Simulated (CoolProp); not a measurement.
Fluorine at 191.21 K and 0.379 MPa is throttled through a valve to 0.214 MPa with no heat exchange. Each further row changes one setting.

Model: reference Helmholtz-energy equation of state, de Reuck 1990, in CoolProp.

```csv
case,temperature change (K),final density (kg/m³)
as stated,___,___
outlet pressure 0.0642 MPa,___,___
outlet pressure 0.278 MPa,___,___
```

Q: Fill in the missing entries.

A: 
- as stated, temperature change (K): -0.7
- as stated, final density (kg/m³): 5.16
- outlet pressure 0.0642 MPa, temperature change (K): -1.4
- outlet pressure 0.0642 MPa, final density (kg/m³): 1.55
- outlet pressure 0.278 MPa, temperature change (K): -0.5
- outlet pressure 0.278 MPa, final density (kg/m³): 6.71
